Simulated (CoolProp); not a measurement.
A simple Rankine cycle with water: condensing at 311.15 K, boiler at 1.26 MPa, turbine inlet 468.2 K, turbine efficiency 0.8, pump efficiency 0.6, no recuperator. Each further row changes one setting.

Values from CoolProp's reference Helmholtz-energy equation of state, Wagner 2002.

```csv
case,thermal efficiency (%),net work (kJ/kg),heat in (kJ/kg),turbine exit temperature (K),volume ratio over the turbine
as stated,23.5,619,2640,311.2,114
turbine inlet 488.2 K,[?],634,[?],311.2,110
condensing temperature 303.15 K,[?],[?],2670,303.1,172
boiler pressure 0.882 MPa,22.1,588,2660,311.2,[?]
turbine efficiency 0.7,20.5,542,2640,311.2,119
```

**Question.** Some entries are withheld; supply them.

**Answer.** 
- turbine inlet 488.2 K, thermal efficiency (%): 23.6
- turbine inlet 488.2 K, heat in (kJ/kg): 2690
- condensing temperature 303.15 K, thermal efficiency (%): 24.6
- condensing temperature 303.15 K, net work (kJ/kg): 658
- boiler pressure 0.882 MPa, volume ratio over the turbine: 80.0

The expansion ends wet for: as stated; turbine inlet 488.2 K; condensing temperature 303.15 K; boiler pressure 0.882 MPa; turbine efficiency 0.7.
